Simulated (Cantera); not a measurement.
## Ignition delay

Mixture: 12.1 % CH4, 17.2 % O2, 70.7 % N2, equivalence ratio 1.4, at 1.10 bar, adiabatic and at constant volume. Ignition delay is the time to a rise of 400 K.

Cantera simulation using GRI-Mech 3.0 (53 species, 325 reactions); the numbers are that mechanism's predictions, not measurements.

| T0 (K) | delay (ms) |
|---|---|
| 1075 | 352 |
| 1175 | 74.6 |
| 1275 | 18.4 |
| 1375 | 5.17 |
| 1475 | 1.65 |
| 1575 | 0.602 |
| 1675 | 0.255 |
| 1775 | 0.123 |
| 1875 | 0.0660 |
| 1975 | 0.0384 |

- apparent activation energy between 1775 and 1975 K = 170 kJ/mol
